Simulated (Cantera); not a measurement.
Ignition delay

Mixture: CH4 : O2 : N2 = 1 : 2.04 : 7.67 (molar parts), at 101000 Pa, adiabatic and at constant pressure. Ignition delay is the time to a rise of 400 K.

Computed with Cantera and GRI-Mech 3.0 (53 species, 325 reactions).

```csv
T0 (K),delay (ms)
1150,93.8
1250,22.4
1350,6.15
1450,1.94
1550,0.714
1650,0.307
```

```
Item                                                     Value
--------------------------------------------------  ----------
apparent activation energy between 1450 and 1650 K  180 kJ/mol
```
